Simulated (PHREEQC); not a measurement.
Leach liquor (model solution)

Make-up at 56 °C: 1.9 mmol/kgw H2SO4, 0.11 mmol/kgw ZnSO4 and 61 mmol/kgw MgSO4. Closed to the air; pH follows from the charge balance.

All values are PHREEQC results (ion-association model, phreeqc.dat), not measurements.

No solid was allowed to form.

Task: What pH does the model give?

Result: pH 2.96.

Task: In which forms is S present?

Result: MgSO4 59 %, SO4-2 37 %, HSO4- 3.9 % of the S.

Complexes and solids missing from the database can't appear. Away from 25 °C the constants follow the database's enthalpies or fits; those with neither stay at their 25 °C values.
